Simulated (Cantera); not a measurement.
Input: 1 mol TiO2, 3.5 mol C, 0.89 mol CO, 0.36 mol CH4, equilibrated at 0.133 bar.

These are equilibrium values from Cantera (NASA tables, ideal gas, pure condensed phases), not measurements of a reactor. Candidate condensed phases: C, C6H6, C7H8, C8H18, H2O, Ti, TiC, TiO, TiO2, Ti2O3, Ti3O5, Ti4O7; 113 gas species. TiC: taken at fixed stoichiometry. Condensed phases not in the tables: Magnéli phases beyond Ti4O7. Equilibrium is a limit: real reactors are often held back by kinetics, nucleation or transport.

log p: log10 of the partial pressure in bar; n: condensed amount in mol.

```csv
T (K),log p CO,log p H2,log p CO2,log p H2O,log p CH4,log p H,log p C2H2 (acetylene),n C(graphite),n TiO2(rutile),n Ti4O7(s),n Ti3O5(s),n TiC(s)
1073,-1.14,-1.23,-3.13,-3.25,-3.79,-8.47,-9.37,3.87,1.00,0,0,0
1148,-1.13,-1.23,-3.66,-3.68,-4.07,-7.76,-8.66,3.86,1.00,0,0,0
1223,-1.13,-1.23,-4.13,-4.06,-4.33,-7.13,-8.03,3.86,1.00,0,0,0
1298,-1.09,-1.29,?,?,?,?,?,3.61,0,?,0,0
1373,-1.08,-1.31,-4.80,-4.71,-4.91,-6.13,-7.07,3.53,0,0,0.333,0
1448,-0.97,-1.58,-4.91,-5.14,-5.63,-5.82,-6.90,0.860,0,0,0,1.00
1523,-0.97,-1.58,?,?,?,?,?,0.860,0,0,0,1.00
1598,-0.97,-1.58,-5.47,-5.60,-5.93,-5.06,-6.15,0.860,0,0,0,1.00
```

Q: Fill in the missing entries.

A: 
- 1298, log p CO2: -4.45
- 1298, log p H2O: -4.41
- 1298, log p CH4: -4.67
- 1298, log p H: -6.61
- 1298, log p C2H2 (acetylene): -7.54
- 1298, n Ti4O7(s): 0.250
- 1523, log p CO2: -5.21
- 1523, log p H2O: -5.38
- 1523, log p CH4: -5.79
- 1523, log p H: -5.42
- 1523, log p C2H2 (acetylene): -6.50
